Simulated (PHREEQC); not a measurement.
1 kg of water holding 0.025 mol NaOH, 0.0045 mol NaCl and 0.059 mol Na2CO3 is evaporated at 25 °C; the solids stay in contact with the brine. CO2 is held at log p = -3.4 (atm). Solids allowed: Halite, Nahcolite, Natron, Trona. Others were left out.

The series has 28 steps of water left (kg), from 0.9998 to 0.003304.

Computed with PHREEQC (Pitzer model, pitzer.dat).

Q: Which solids form, in which order, and at which step of the series does each first stand?

A: Trona from water left = 0.02416 kg (pH 10.15).

Complexes and solids missing from the database can't appear.
